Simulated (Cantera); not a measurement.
Charge: 1 mol Si, 0.82 mol Cl₂, 2.8 mol H₂, at 923 K and 860000 Pa.

Equilibrium computed with Cantera from the NASA thermochemical tables; the gas is ideal and each condensed phase is pure. The tables' values for SiCl₃ are old estimates; treat these amounts as uncertain. Kinetics and transport are ignored.

| species | before | after |
|---|---|---|
| H₂ | 0.845 | 0.465 |
| HCl | 0.00294 | 0.312 |
| SiCl₄ | 0.0711 | 0.221 |
| SiHCl₃ | 0.0730 | 0.00117 |
| SiH₃Cl | 0.000182 | <1e-9 |
| SiH₂Cl₂ | 0.00733 | 6.11e-7 |
| SiCl₂ | 1.47e-5 | 2.22e-9 |
| SiCl₃ | 0.000161 | 3.49e-6 |
| Si(s), mol | 0.523 | 0 |
Gas species are given as mole fractions.

Which change was made?
A. pressure from 860000 Pa to 130000 Pa
B. Cl₂ from 0.82 to 0.59 mol
C. Cl₂ from 0.82 to 2.7 mol
D. temperature from 923 K to 1425 K

C, Cl₂ from 0.82 to 2.7 mol
